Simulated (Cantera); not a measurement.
# Stirred combustor or abatement burner

A perfectly stirred reactor is fed with 5.19 % CH4, 1.56 % C2H6, 19.6 % O2, 73.7 % N2, equivalence ratio 0.81, at 1.00 bar; it is adiabatic with a 500 K inlet, and is followed from long to short residence time, starting on the burning branch (τ in s: 0.052, 0.021, 0.0088, 0.0036, 0.0015, 0.00061, 0.00025, 0.0001, 4.3e-05, 1.8e-05, 7.2e-06).

Detailed kinetics in Cantera: GRI-Mech 3.0 (53 species, 325 reactions).

| τ (s) | T (K) | x CH4 | x C2H6 | x O2 | x NO2 | x N2O |
|---|---|---|---|---|---|---|
| 0.052 | 2144 | 3.86e-6 | 1.75e-7 | 0.0374 | 3.29e-7 | 2.85e-7 |
| 0.021 | 2128 | 7.65e-6 | 3.96e-7 | 0.0380 | 1.78e-7 | 3.02e-7 |
| 0.0088 | 2102 | 1.41e-5 | 8.37e-7 | 0.0389 | 9.59e-8 | 3.03e-7 |
| 0.0036 | 2063 | 2.63e-5 | 1.76e-6 | 0.0404 | 4.91e-8 | 2.81e-7 |
| 0.0015 | 2011 | 5.01e-5 | 3.61e-6 | 0.0422 | 2.61e-8 | 2.47e-7 |
| 0.00061 | 1946 | 0.000104 | 7.76e-6 | 0.0448 | 1.45e-8 | 2.14e-7 |
| 0.00025 | 1870 | 0.000237 | 1.78e-5 | 0.0485 | 8.45e-9 | 1.85e-7 |
| 0.00010 | 1773 | 0.000705 | 5.24e-5 | 0.0558 | 4.64e-9 | 1.52e-7 |
| 4.3e-5 | 500 | 0.0519 | 0.0156 | 0.196 | <1e-12 | <1e-12 |
| 1.8e-5 | 500 | 0.0519 | 0.0156 | 0.196 | <1e-12 | <1e-12 |
| 7.2e-6 | 500 | 0.0519 | 0.0156 | 0.196 | <1e-12 | <1e-12 |
x: mole fraction; the columns are a selection and need not sum to one.
